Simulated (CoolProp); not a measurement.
Vapour-liquid equilibrium of R22 (1) + R115 (2) at 299.8 K; x and y are mole fractions of (1).

The numbers come from the multi-fluid Helmholtz-energy mixture model, Kamei 1995 and Lemmon 2016; pair parameters Bell 2016 in CoolProp.

| x | bubble pressure, mixture model (MPa) | bubble pressure, Raoult's law (MPa) | y, mixture model | y, Raoult's law |
|---|---|---|---|---|
| 0.05 | 1.003 | 0.9507 | 0.090 | 0.057 |
| 0.125 | 1.068 | 0.9617 | 0.192 | 0.142 |
| 0.2 | 1.114 | 0.9728 | 0.271 | 0.224 |
| 0.275 | 1.146 | 0.9839 | 0.336 | 0.305 |
| 0.35 | 1.168 | 0.9950 | 0.396 | 0.384 |
| 0.425 | 1.182 | 1.006 | 0.453 | 0.461 |
| 0.5 | 1.188 | 1.017 | 0.509 | 0.536 |
| 0.575 | 1.188 | 1.028 | 0.568 | 0.610 |
| 0.65 | 1.183 | 1.039 | 0.630 | 0.682 |
| 0.725 | 1.171 | 1.050 | 0.698 | 0.753 |
| 0.8 | 1.155 | 1.062 | 0.771 | 0.822 |
| 0.875 | 1.134 | 1.073 | 0.851 | 0.890 |
| 0.95 | 1.109 | 1.084 | 0.938 | 0.956 |

The largest gap from Raoult's law is +17.5 % in bubble pressure, at x = 0.425. y crosses x between x = 0.5 and 0.575: the model has an azeotrope there.

Pair parameters are fitted to limited data, so mixtures are less certain than the pure fluids.
